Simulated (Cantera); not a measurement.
Charge: 1 mol HgO, 0.28 mol N2, held at 21000 Pa.

Method: chemical equilibrium by Gibbs-energy minimisation in Cantera with the NASA 1993 tables (ideal gas, pure condensed phases). Candidate condensed phases: Hg, HgO; 10 gas species. Kinetics and transport are ignored. All values below are at 1498 K.

Base state: Hg 0.562, O2 0.281, N2 0.157, NO 0.000625 (mole fractions); condensed: gas only.

Task: What changes in the equilibrium state with this change: HgO replaced by Hg?

Result: 
```csv
species,before,after
Hg,0.562,0.781
N2,0.157,0.219
O2,0.281,0
NO,0.000625,0
```
